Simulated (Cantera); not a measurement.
A freely propagating, adiabatic, planar premixed flame of 23.3 % H₂, 11.7 % O₂, 50.1 % N₂, 14.9 % H₂O, unburnt at 550 K and 1280 Torr; unity-Lewis-number transport, grid criteria slope 0.08 and curve 0.16, no radiation.

Model: the H2/O2 subset of GRI-Mech 3.0, which has no nitrogen chemistry, integrated in Cantera. Unity Lewis numbers drop preferential diffusion, which matters most where H2 and H carry the flame. Burning velocities carry a grid error of a few per cent, more on coarse grids.

Problem. Predict: laminar burning velocity; thermal thickness; peak x(H); peak x(H₂O₂); peak x(O).

Solution. 
| Item | Value |
|---|---|
| laminar burning velocity | 264 cm/s |
| thermal thickness | 0.187 mm |
| peak x(H) | 0.0253 |
| peak x(H₂O₂) | 2.73e-5 |
| peak x(O) | 0.00466 |
